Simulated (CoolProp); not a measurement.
Vapour-liquid equilibrium of R114 (1) + n-hexane (2) at 76.25 °C; x and y are mole fractions of (1).

The numbers come from the multi-fluid Helmholtz-energy mixture model, Platzer 1990 and Thol 2019; pair parameters Bell 2016 in CoolProp. This equation is an older, rougher fit; its heat capacities, sound speeds and derivatives of the liquid may be far off and weren't checked against measurements.

### Question
Give the bubble pressure and the first vapour's composition at x = 0.05, 0.35, 0.5. Is there an azeotrope?

### Answer
x = 0.05: 180.5 kPa, y = 0.312; x = 0.35: 435.7 kPa, y = 0.772; x = 0.5: 535.5 kPa, y = 0.841. No azeotrope shows between x = 0.05 and 0.95.

The pair parameters rest on a limited set of measurements; away from them the model extrapolates.
